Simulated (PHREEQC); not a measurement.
Solution (25 °C): 95 mmol/kgw CdSO4 and 3.2 mmol/kgw FeSO4. Closed to the air; pH follows from the charge balance.

The numbers come from PHREEQC with the ion-association model, phreeqc.dat.

```
quantity          before    after
---------------  -------  -------
pH                  5.97     5.82
SO4-2 (mol/kgw)   0.0326   0.0486
HSO4- (mol/kgw)  1.36e-6  2.37e-6
```

Which change was made?
A. CdSO4 left out
B. diluted 100-fold with water
C. FeSO4 replaced by Fe2(SO4)3 at the same molality
D. CdSO4 from 0.095 to 0.19 mol/kgw
E. FeSO4 from 0.0032 to 0.0016 mol/kgw

D, CdSO4 from 0.095 to 0.19 mol/kgw

No solid was allowed to form.
